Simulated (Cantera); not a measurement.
Cantera run:

```python
import numpy as np
import cantera as ct

gas_names = """
    CH3 C3H8
""".split()
cond_names = """
    TaC(s) TaC(L) Ta(cr) Ta(L)
""".split()


# ... load() reads the species with a 1 bar reference pressure and builds the phases ...
species = {s.name: s for s in load("nasa_gas.yaml", gas_names) + load("nasa_condensed.yaml", cond_names)}
# Each term lists the table entries of one substance; the one whose range holds T is used.
reactions = {
    '8 CH3(g) + TaC = 3 C3H8(g) + Ta':
        [(-8, ['CH3']), (-1, ['TaC(s)', 'TaC(L)']), (3, ['C3H8']), (1, ['Ta(cr)', 'Ta(L)'])],
}


def pick(names, T):
    return next(species[n] for n in names if species[n].thermo.min_temp <= T <= species[n].thermo.max_temp)


results = []
for label, terms in reactions.items():
    print(label)
    print("     T/K   dH/kJ  dS/(J/K)   dG/kJ   log10 K")
    for T in [1025, 1075, 1125, 1175, 1225]:
        used = [(nu, pick(names, T)) for nu, names in terms]
        dH = sum(nu * s.thermo.h(T) for nu, s in used) / 1e6
        dS = sum(nu * s.thermo.s(T) for nu, s in used) / 1e3
        dG = dH - T * dS / 1e3
        logK = -dG * 1e6 / (ct.gas_constant * T * np.log(10))
        results.append((label, T, dH, dS, dG, logK, [s.name for _, s in used]))
        print(f"{T:8g} {dH:8.1f} {dS:8.1f} {dG:8.1f} {logK:8.2f}")
```

Output:

```
8 CH3(g) + TaC = 3 C3H8(g) + Ta
     T/K   dH/kJ  dS/(J/K)   dG/kJ   log10 K
    1025  -1357.2   -779.6   -558.2    28.44
    1075  -1355.6   -778.1   -519.2    25.23
    1125  -1353.9   -776.5   -480.3    22.30
    1175  -1352.2   -775.0   -441.6    19.63
    1225  -1350.3   -773.4   -402.9    17.18
```

Cantera with NASA thermochemical tables; ideal gases at 1 bar, condensed phases pure. TaC: taken at fixed stoichiometry. Condensed species are held in their standard states even where they would react or evaporate.
